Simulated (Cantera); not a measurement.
Cantera run:

```python
import numpy as np
import cantera as ct

gas_names = """
    B BH BH2 BH3 BN BO BO2 B2 B2O B2O2 B2O3 B3O3H3 H HBO HBO2 HNO HNO2 HNO3 HO2 H2 H2O H2O2 H3B3O6 N NH
    NH2 NH3 NH2OH NO NO2 NO3 N2 N2H2 N2H4 N2O O OH O2 O3
""".split()
cond_names = """
    B(b) B(L) BN(s) B2O3(L) B3O3H3(cr) H2O(s) H2O(L)
""".split()


def load(file, names, dense=False):
    # The tables refer to 1 bar. Condensed volumes are neglected.
    table = {s.name: s for s in ct.Species.list_from_file(file)}
    out = []
    for n in names:
        d = dict(table[n].input_data)
        d["thermo"] = dict(d["thermo"], **{"reference-pressure": 1e5})
        if dense:
            d["equation-of-state"] = {"model": "constant-volume", "density": "1e6 g/cm^3"}
        out.append(ct.Species.from_dict(d))
    return out


gas = ct.Solution(thermo="ideal-gas", species=load("nasa_gas.yaml", gas_names))
cond = {s.name: ct.Solution(thermo="fixed-stoichiometry", species=[s], name=s.name)
        for s in load("nasa_condensed.yaml", cond_names, dense=True)}
atoms = {
    'BN': {'B': 1, 'N': 1},
    'H2O': {'H': 2, 'O': 1},
}
top_T = {'BN(s)': 3200}  # K; cautious upper limits of use, not melting points


def equilibrate(T, P, feed):
    n = {}
    for name, mol in feed.items():
        for a, k in atoms[name].items():
            n[a] = n.get(a, 0.0) + k * mol
    gas.TPX = T, P, n
    mass = sum(n.values()) * gas.mean_molecular_weight
    gas.equilibrate("TP")
    valid = [c for c in cond.values() if c.min_temp <= T <= top_T.get(c.name, c.max_temp)]
    mix = ct.Mixture([(gas, mass / gas.mean_molecular_weight)] + [(c, 0.0) for c in valid])
    mix.T, mix.P = T, P
    mix.equilibrate("TP", solver="vcs", rtol=1e-11, max_steps=5000)
    return mix


results = []
feed = {'BN': 1, 'H2O': 0.78}  # mol
T = 1925  # K
P = 1000  # Pa
mix = equilibrate(T, P, feed)
results.append((T, P, feed, dict(zip(mix.species_names, mix.species_moles))))
print(gas.report(threshold=0.001))
for i in range(1, mix.n_phases):
    print(f"{mix.phase(i).name:16s} {mix.phase_moles(i):12.5e} mol")
```

Result:

```
       temperature   1925 K
          pressure   1000 Pa
           density   0.0013037 kg/m^3
  mean mol. weight   20.866 kg/kmol
   phase of matter   gas

                          1 kg             1 kmol
                     ---------------   ---------------
          enthalpy       -2.2248e+06       -4.6424e+07  J
   internal energy       -2.9919e+06        -6.243e+07  J
           entropy             14437        3.0124e+05  J/K
    Gibbs function       -3.0015e+07        -6.263e+08  J
 heat capacity c_p              2220             46322  J/K
 heat capacity c_v            1821.5             38008  J/K

                      mass frac. Y      mole frac. X     chem. pot. / RT
                     ---------------   ---------------   ---------------
                BO          0.035651          0.027748           -36.522
              B2O2           0.27173           0.10575           -73.044
              B2O3           0.15479          0.046394           -104.35
                 H        0.00030948         0.0064065           -12.383
               HBO           0.16606           0.12457           -48.904
              HBO2          0.016118         0.0076758           -80.209
                H2          0.043387           0.44907           -24.765
                N2           0.31174            0.2322           -32.878
     [  +31 minor]        0.00021411        0.00018925

B(b)              0.00000e+00 mol
BN(s)             3.01438e-01 mol
B2O3(L)           0.00000e+00 mol
B3O3H3(cr)        0.00000e+00 mol
```

Method: chemical equilibrium by Gibbs-energy minimisation in Cantera with the NASA 1993 tables (ideal gas, pure condensed phases). The tables' values for BH2 are old estimates; treat these amounts as uncertain.
